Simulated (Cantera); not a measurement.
A perfectly stirred reactor is fed with 28.6 % CO, 4.00 % H₂, 2.51 % CH₄, 12.5 % O₂, 47.1 % N₂, 3.71 % H₂O, 1.57 % CO₂, at 5.90 bar; it is adiabatic with a 525 K inlet, and is followed from long to short residence time, starting on the burning branch (τ in s: 0.19, 0.075, 0.03, 0.012, 0.0049, 0.002, 0.00079, 0.00032, 0.00013, 5.1e-05).

Cantera simulation using GRI-Mech 3.0 (53 species, 325 reactions); the numbers are that mechanism's predictions, not measurements.

x: mole fraction; the columns are a selection and need not sum to one.

```csv
τ (s),T (K),x CO,x H₂,x CH₄,x NO,x OH,x CO₂
0.19,2219,0.169,0.0202,___,8.14e-5,0.000378,0.183
0.075,2217,0.169,0.0202,___,9.09e-5,0.000457,0.183
0.030,2215,0.169,0.0202,___,0.000106,0.000602,0.183
0.012,2210,0.169,0.0202,___,0.000124,0.000844,0.183
0.0049,2203,0.170,0.0202,___,0.000140,0.00121,0.183
0.0020,2190,0.170,0.0202,___,0.000149,0.00173,0.182
0.00079,2170,0.171,0.0203,___,0.000145,0.00248,0.181
0.00032,2139,0.172,0.0205,___,0.000126,0.00339,0.178
0.00013,2090,0.174,0.0207,___,9.91e-5,0.00439,0.174
5.1e-5,2014,0.179,0.0210,___,6.92e-5,0.00529,0.168
```

Complete the blanks.


- 0.19, x CH₄: 2.07e-6
- 0.075, x CH₄: 3.69e-6
- 0.030, x CH₄: 5.64e-6
- 0.012, x CH₄: 7.84e-6
- 0.0049, x CH₄: 1.06e-5
- 0.0020, x CH₄: 1.48e-5
- 0.00079, x CH₄: 2.22e-5
- 0.00032, x CH₄: 3.53e-5
- 0.00013, x CH₄: 6.11e-5
- 5.1e-5, x CH₄: 0.000121
